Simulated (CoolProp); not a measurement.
Vapour pressure (MPa) of CF4 (R14): the reference equation beside estimates from Tc = -45.8 °C, pc = 3.762 MPa, ω = 0.178. Clausius-Clapeyron is anchored at -97.55 °C with a constant enthalpy of vaporisation of 10.07 kJ/mol.

Values from CoolProp's reference Helmholtz-energy equation of state, Platzer 1990. This equation is an older, rougher fit; its heat capacities, sound speeds and derivatives of the liquid may be far off and weren't checked against measurements.

| T (°C) | reference | Clausius-Clapeyron | Peng-Robinson |
|---|---|---|---|
| -121.15 | 0.1606 | 0.1974 | 0.1616 |
| -113.25 | [?] | 0.2927 | 0.2591 |
| -105.45 | 0.3924 | 0.4163 | 0.3941 |
| -97.55 | 0.5763 | 0.5763 | 0.5791 |
| -89.65 | 0.8176 | [?] | 0.8226 |
| -81.85 | 1.122 | 1.015 | 1.131 |
| -73.95 | [?] | 1.305 | 1.522 |
| -66.05 | [?] | 1.646 | [?] |

Q: Some entries are withheld; supply them.

A: 
- -113.25, reference: 0.2579
- -89.65, Clausius-Clapeyron: 0.7756
- -73.95, reference: 1.508
- -66.05, reference: 1.986
- -66.05, Peng-Robinson: 2.006

Absolute difference from the reference over all 8 rows, mean and median: Clausius-Clapeyron 11.0 and 11.5 %, Peng-Robinson 0.7 and 0.6 %.
